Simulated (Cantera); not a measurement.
An isothermal, constant-pressure homogeneous reactor starts with 82.0 % C2H6, 18.0 % H2, at 1223 K and 255 Torr.

Computed with Cantera and GRI-Mech 3.0 (53 species, 325 reactions). GRI-Mech 3.0 stops at C3 and has no aromatics, soot or wall deposition, so with more carbon than oxygen in the feed, carbon stays in small species such as C2H2 where larger ones or solid carbon would form.

Q: Predict: x(C2H6) at 200 s; x(H2) at 200 s; x(C2H2) at 200 s; x(CH3) at 200 s; x(H) at 200 s.

A: 
* **x(C2H6) at 200 s**: 0.00114 (gas-phase equilibrium 0.000958)
* **x(H2) at 200 s**: 0.267 (gas-phase equilibrium 0.243)
* **x(C2H2) at 200 s**: 0.144 (gas-phase equilibrium 0.144)
* **x(CH3) at 200 s**: 1.12e-5 (gas-phase equilibrium 1.04e-5)
* **x(H) at 200 s**: 3.24e-7 (gas-phase equilibrium 2.56e-7)
